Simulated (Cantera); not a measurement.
**Premixed flame**

A freely propagating, adiabatic, planar premixed flame of 23.7 % CO, 2.84 % H2, 15.4 % O2, 58.0 % N2, equivalence ratio 0.86, unburnt at 723 K and 0.178 atm; mixture-averaged transport, grid criteria slope 0.08 and curve 0.16, no radiation.

Cantera simulation using GRI-Mech 3.0 (53 species, 325 reactions); the numbers are that mechanism's predictions, not measurements. Burning velocities carry a grid error of a few per cent, more on coarse grids.

```
z (mm)  T (K)  u (m/s)    x CO     x H2    x O2       x O    x NO2      x NO
------  -----  -------  ------  -------  ------  --------  -------  --------
-29.4     723     2.88   0.237   0.0284   0.154     <1e-8    <1e-8     <1e-8
-19.6     723     2.88   0.237   0.0284   0.154     <1e-8    <1e-8     <1e-8
-14.7     723     2.88   0.237   0.0284   0.154     <1e-8    <1e-8     <1e-8
-9.81     723     2.88   0.237   0.0284   0.154     <1e-8    <1e-8     <1e-8
-4.91     723     2.89   0.237   0.0283   0.154   2.02e-6    <1e-8     <1e-8
-2.45     765     3.05   0.235   0.0258   0.153  0.000182    <1e-8     <1e-8
0        1092     4.29   0.200  0.00781   0.125   0.00884    <1e-8   6.25e-7
2.45     1396     5.38   0.135  0.00223  0.0815    0.0283    <1e-8   7.42e-6
4.91     1550     5.89   0.106  0.00260  0.0670    0.0310    <1e-8   1.84e-5
9.81     1696     6.37  0.0984  0.00282  0.0639    0.0266    <1e-8   3.58e-5
19.6     1846     6.86  0.0935  0.00269  0.0625    0.0205    <1e-8   5.85e-5
39.2     1993     7.33  0.0852  0.00234  0.0598    0.0150    <1e-8  0.000101
78.5     2130     7.75  0.0747  0.00190  0.0560    0.0105  1.94e-8  0.000231
```
x: mole fraction of selected species; z is measured from the peak of heat release.

```yaml
laminar_burning_velocity: 288 cm/s
thermal_thickness: 9.81 mm
peak x(O): 0.0312
grid_points: 164
```
